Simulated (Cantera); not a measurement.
A closed system holds: 1 mol C2H2, 1.9 mol CO2, held at 28.0 bar.

Method: chemical equilibrium by Gibbs-energy minimisation in Cantera with the NASA 1993 tables (ideal gas, pure condensed phases). Candidate condensed phases: C, C6H6, C7H8, C8H18, H2O; 110 gas species. Kinetics and transport are ignored. All values below are at 2925 K.

Base state: CO 0.788, H2 0.192, H 0.0103, C2H2 (acetylene) 0.00955, C4H2 0.000198, CH4 8.73e-5, C2H 7.90e-5, CH3 7.59e-5 (mole fractions); condensed: C(graphite).

### Question
What changes in the equilibrium state with this change: CO2 from 1.9 to 0.049 mol?

### Answer
```
species            before    after
----------------  -------  -------
H2                  0.192    0.844
CO                  0.788   0.0885
C2H2 (acetylene)  0.00955   0.0420
H                  0.0103   0.0216
CO2               2.40e-5  3.02e-7
CH4               8.73e-5  0.00169
C3H4 (allene)     5.98e-7  1.16e-5
C(graphite), mol  0.00198     1.85
```

### Question
What changes in the equilibrium state with this change: CO2 from 1.9 to 0.16 mol?

### Answer
```
species            before     after
----------------  -------  --------
H2                  0.192     0.702
CO                  0.788     0.240
C2H2 (acetylene)  0.00955    0.0349
H                  0.0103    0.0197
CH4               8.73e-5   0.00117
C3H4 (propyne)    1.31e-6   1.75e-5
C2H4              1.03e-5  0.000138
CO2               2.40e-5   2.23e-6
CH3               7.59e-5  0.000531
C(graphite), mol  0.00198      1.74
```
